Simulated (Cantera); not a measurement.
A closed system holds: 1 mol SiF4, 0.77 mol O3, at 975 K and 9.00 Torr.

Method: chemical equilibrium by Gibbs-energy minimisation in Cantera with the NASA 1993 tables (ideal gas, pure condensed phases). Candidate condensed phases: Si, SiO2; 17 gas species. Equilibrium is a limit: real reactors are often held back by kinetics, nucleation or transport.

Base state: O2 0.536, SiF4 0.464 (mole fractions); condensed: gas only.

Question: What changes in the equilibrium state with this change: O3 from 0.77 to 0.058 mol?

Answer: 
| species | before | after |
|---|---|---|
| SiF4 | 0.464 | 0.920 |
| O2 | 0.536 | 0.0800 |
